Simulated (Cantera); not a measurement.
Input: 1 mol Mg(OH)2, 1.6 mol H2O, held at 1650 K and 10.0 mbar.

These are equilibrium values from Cantera (NASA tables, ideal gas, pure condensed phases), not measurements of a reactor. Equilibrium is a limit: real reactors are often held back by kinetics, nucleation or transport.

| species | before | after |
|---|---|---|
| H2O | 0.995 | 0.975 |
| H2 | 0.00313 | 0.0138 |
| O2 | 0.00139 | 0.00625 |
| O | 9.66e-6 | 0.000195 |
| H | 5.08e-5 | 0.00102 |
| OH | 0.000730 | 0.00325 |
| MgO(s), mol | 1.000 | 1.000 |
Gas species are given as mole fractions.

Which change was made?
(A) pressure from 10.0 mbar to 11.0 Pa
(B) temperature from 1650 K to 548.15 K
(C) pressure from 10.0 mbar to 4.00 bar
(D) temperature from 1650 K to 1948 K

A, pressure from 10.0 mbar to 11.0 Pa
